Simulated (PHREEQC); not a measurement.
Dissolve 0.0019 mol/kgw CuSO4, 5e-05 mol/kgw HBF4 and 4.4e-05 mol/kgw NaCl at 80 °C. Closed to the air; pH follows from the charge balance.

All values are PHREEQC results (ion-association model, wateq4f.dat), not measurements.

This is a speciation only: nothing precipitates in the calculation.

Question: What pH, ionic strength does the model give?

Answer: pH 4.02; ionic strength 0.00639 mol/kgw.

Question: In which forms is S present?

Answer: SO4-2 81 %, CuSO4 17 %, HSO4- 2.3 % of the S.

Complexes and solids missing from the database can't appear. At this temperature some constants are extrapolated from 25 °C, and those without enthalpy data are left unchanged. Real BF4- forms and hydrolyses slowly; the run takes it at equilibrium.
